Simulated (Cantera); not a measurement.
**Premixed flame**

A freely propagating, adiabatic, planar premixed flame of H₂ : O₂ : N₂ = 1 : 0.294 : 0.912 (molar parts), equivalence ratio 1.7, unburnt at 525 K and 113 Torr; mixture-averaged transport, grid criteria slope 0.08 and curve 0.16, no radiation.

Computed with Cantera and the H2/O2 subset of GRI-Mech 3.0, which has no nitrogen chemistry. Burning velocities carry a grid error of a few per cent, more on coarse grids.

```tsv
z (mm)	T (K)	u (m/s)	x H₂	x O₂	x H₂O	x H₂O₂	x HO₂	x O
-14.3	525	6.34	0.453	0.133	<1e-8	<1e-8	<1e-8	<1e-8
-9.54	525	6.34	0.453	0.133	<1e-8	<1e-8	<1e-8	<1e-8
-7.16	525	6.34	0.453	0.133	<1e-8	<1e-8	<1e-8	<1e-8
-4.77	525	6.34	0.453	0.133	<1e-8	<1e-8	2.14e-7	<1e-8
-2.39	535	6.46	0.452	0.133	0.000564	9.52e-7	7.18e-5	8.58e-6
-1.19	699	8.31	0.423	0.129	0.0143	1.47e-6	4.11e-5	0.000246
0	1124	13.0	0.262	0.0739	0.129	4.46e-7	1.43e-5	0.00624
1.19	1387	15.9	0.150	0.0111	0.248	3.89e-7	2.10e-6	0.00652
2.39	1489	16.9	0.145	0.00511	0.261	3.37e-7	8.76e-7	0.00567
4.77	1606	18.1	0.154	0.00420	0.264	2.56e-7	6.37e-7	0.00538
9.54	1744	19.5	0.164	0.00346	0.268	1.56e-7	4.68e-7	0.00475
19.1	1892	20.9	0.174	0.00259	0.273	8.35e-8	3.27e-7	0.00376
38.2	2038	22.2	0.183	0.00173	0.280	4.37e-8	2.25e-7	0.00264
```
x: mole fraction of selected species; z is measured from the peak of heat release.

The laminar burning velocity is 634 cm/s. The thermal thickness comes out as 4.77 mm. The peak x(H₂O₂) is 2.08e-6 and the peak x(HO₂) comes out as 7.26e-5. The peak x(O) comes out as 0.00785 and the grid points comes out as 144.
